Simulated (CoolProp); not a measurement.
Properties of carbon monoxide along the isobar 7.3 MPa.

Model: reference Helmholtz-energy equation of state, Lemmon 2006, in CoolProp. It is a short technical equation, of lower accuracy than the large ones.

```csv
T (°C),phase,Z,cp (kJ/(kg K)),speed of sound (m/s),expansivity (1/kK)
-147.35,liquid,0.3279,2.513,520.4,10.92
-131.75,supercritical,0.3702,3.380,357.0,21.96
-116.25,supercritical,0.5342,3.531,259.7,30.88
-100.75,supercritical,0.6946,2.191,264.7,16.99
-85.15,supercritical,0.7900,1.720,280.0,11.41
-69.65,supercritical,0.8514,1.507,295.1,8.729
-54.15,supercritical,0.8939,1.388,309.2,7.149
-38.65,supercritical,0.9246,1.313,322.3,6.103
-23.05,supercritical,0.9477,1.261,334.6,5.351
-7.55,supercritical,0.9652,1.224,346.2,4.788
7.95,supercritical,0.9787,1.196,357.1,4.346
```

The peak of cp marks the crossing from liquid-like to gas-like fluid above the critical point.
